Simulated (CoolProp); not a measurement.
A single-stage vapour-compression cycle with the fluid: evaporating at 227.15 K (dew point), condensing at 279.15 K (bubble point), superheat 8 K, subcooling 0 K, compressor efficiency 0.75, no pressure losses. The same conditions are run with several fluids, on thermodynamics alone (safety and materials aside).

Values from CoolProp's reference Helmholtz-energy equation of state of each fluid (CH3F (R41): Lemmon 2006; R507A: Lemmon 2003; ethane: Bücker 2006; n-butane: Bücker 2006; ammonia: Gao 2020; carbonyl sulfide: Lemmon 2006). Blends and air are pseudo-pure fits.

```json
[
 {"fluid": "CH3F (R41)", "cooling COP": "2.36", "pressure ratio": "5.24", "discharge temperature (K)": "368.6", "refrigerating effect (kJ/kg)": "325", "volumetric capacity (kJ/m³)": "2850"},
 {"fluid": "R507A", "cooling COP": "2.50", "pressure ratio": "7.16", "discharge temperature (K)": "310.5", "refrigerating effect (kJ/kg)": "…", "volumetric capacity (kJ/m³)": "744"},
 {"fluid": "ethane", "cooling COP": "…", "pressure ratio": "4.33", "discharge temperature (K)": "326.8", "refrigerating effect (kJ/kg)": "276", "volumetric capacity (kJ/m³)": "3020"},
 {"fluid": "n-butane", "cooling COP": "…", "pressure ratio": "10.7", "discharge temperature (K)": "311.4", "refrigerating effect (kJ/kg)": "318", "volumetric capacity (kJ/m³)": "114"},
 {"fluid": "ammonia", "cooling COP": "…", "pressure ratio": "10.4", "discharge temperature (K)": "451.9", "refrigerating effect (kJ/kg)": "1190", "volumetric capacity (kJ/m³)": "540"},
 {"fluid": "carbonyl sulfide", "cooling COP": "…", "pressure ratio": "6.33", "discharge temperature (K)": "376.2", "refrigerating effect (kJ/kg)": "…", "volumetric capacity (kJ/m³)": "957"}
]
```

**Question.** Some entries are withheld; supply them.

**Answer.** 
- R507A, refrigerating effect (kJ/kg): 134
- ethane, cooling COP: 2.21
- n-butane, cooling COP: 2.71
- ammonia, cooling COP: 2.53
- carbonyl sulfide, cooling COP: 2.63
- carbonyl sulfide, refrigerating effect (kJ/kg): 247
